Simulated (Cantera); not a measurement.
Input (Python, Cantera):

```python
import numpy as np
import cantera as ct

gas = ct.Solution("gri30.yaml")
gas.TPX = 1750, 91000, {'CH4': 1, 'C2H6': 0.083, 'C3H8': 1.2, 'O2': 5.1, 'N2': 24}
reactor = ct.IdealGasReactor(gas, energy="on", clone=False)
net = ct.ReactorNet([reactor])
net.rtol, net.atol = 1e-08, 1e-16
show = ['CH4', 'C2H6', 'C3H8', 'H2O2', 'O2']
times = np.geomspace(7e-06, 1, 11)

steps = ct.SolutionArray(gas, extra=["t"])
rows = []
print(f"{'t/s':>10s}{'T/K':>9s}{'P/Pa':>11s}" + "".join(f"{s:>11s}" for s in show))
for t in times:
    while net.time < t:
        t_next = net.step()
        steps.append(gas.state, t=t_next)
    rows.append([np.interp(t, steps.t, y) for y in (steps.T, steps.P, *steps(*show).X.T)])
    print(f"{t:10.3e}{rows[-1][0]:9.1f}{rows[-1][1]:11.4g}" + "".join(f"{x:11.3e}" for x in rows[-1][2:]))
rate = np.gradient(steps.T, steps.t)
print("integrator steps:", len(steps.t))
if steps.T.max() > steps.T[0] + 200:
    print(f"time of steepest temperature rise: {steps.t[rate.argmax()]:.4e} s")
gas.TPX = 1750, 91000, {'CH4': 1, 'C2H6': 0.083, 'C3H8': 1.2, 'O2': 5.1, 'N2': 24}
gas.equilibrate("UV")
print(f"equilibrium (UV): T = {gas.T:.1f} K  " + "  ".join(f"{s} {gas[s].X[0]:.3e}" for s in show))
```

Result:

```
       t/s      T/K       P/Pa        CH4       C2H6       C3H8       H2O2         O2
 7.000e-06   1703.5  9.044e+04  3.049e-02  3.214e-03  2.278e-02  9.469e-06  1.541e-01
 2.294e-05   2708.7  1.636e+05  1.092e-03  3.940e-07  2.842e-10  1.129e-06  2.539e-02
 7.518e-05   2940.4   1.79e+05  6.296e-13  3.230e-25  3.659e-37  9.628e-08  1.914e-03
 2.464e-04   2941.0   1.79e+05  7.085e-13  3.919e-25  5.010e-37  9.299e-08  1.768e-03
 8.073e-04   2935.4  1.787e+05  7.425e-13  4.246e-25  5.602e-37  8.878e-08  1.657e-03
 2.646e-03   2934.7  1.786e+05  7.462e-13  4.282e-25  5.667e-37  8.830e-08  1.644e-03
 8.670e-03   2934.7  1.786e+05  7.462e-13  4.282e-25  5.667e-37  8.830e-08  1.644e-03
 2.841e-02   2934.7  1.786e+05  7.462e-13  4.282e-25  5.667e-37  8.830e-08  1.644e-03
 9.311e-02   2934.7  1.786e+05  7.462e-13  4.282e-25  5.667e-37  8.830e-08  1.644e-03
 3.051e-01   2934.7  1.786e+05  7.462e-13  4.282e-25  5.667e-37  8.830e-08  1.644e-03
 1.000e+00   2934.7  1.786e+05  7.462e-13  4.282e-25  5.667e-37  8.830e-08  1.644e-03
integrator steps: 1478
time of steepest temperature rise: 2.2497e-05 s
equilibrium (UV): T = 2934.7 K  CH4 8.820e-13  C2H6 5.842e-25  C3H8 8.759e-37  H2O2 8.830e-08  O2 1.644e-03
```

Computed with Cantera and GRI-Mech 3.0 (53 species, 325 reactions). GRI-Mech 3.0 was tuned for natural gas; its chemistry of propane as a main component is partial and can be far from experiment.
